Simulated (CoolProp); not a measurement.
Computed with CoolProp (reference Helmholtz-energy equation of state, Thol 2017).

Q: For decamethyltetrasiloxane (MD2M), give the phase and the density (kg/m³), isothermal compressibility (1/MPa) at 532.3 K and 0.656 MPa; 569.9 K and 0.656 MPa.

A: 
- 532.3 K and 0.656 MPa: liquid; density 577, isothermal compressibility 0.0270
- 569.9 K and 0.656 MPa: gas; density 61.0, isothermal compressibility 2.53
